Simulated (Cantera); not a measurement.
Charge: 1 mol Si3N4, 0.097 mol CO2, 53 mol N2, at 1300 °C and 0.00133 bar.

Method: chemical equilibrium by Gibbs-energy minimisation in Cantera with the NASA 1993 tables (ideal gas, pure condensed phases). Candidate condensed phases: C, Si, SiC, SiO2, Si2N2O, Si3N4; 34 gas species. Mutual solubility and eutectic melting of coexisting phases are not modelled. Equilibrium is a limit: real reactors are often held back by kinetics, nucleation or transport.

Base state: N2 0.997, SiO 0.00183, CO 0.000877, Si 1.12e-5 (mole fractions); condensed: SiC(s) + Si2N2O(s) + Si3N4(s).

### Question
What changes in the equilibrium state with this change: temperature from 1300 °C to 1102 °C?

### Answer
```csv
species,before,after
N2,0.997,1.000
CO,0.000877,0.000161
SiO,0.00183,3.14e-6
Si,1.12e-5,5.54e-9
"SiC(s), mol",0.0503,0.0885
"Si2N2O(s), mol",0.0496,0.185
"Si3N4(s), mol",0.917,0.847
```
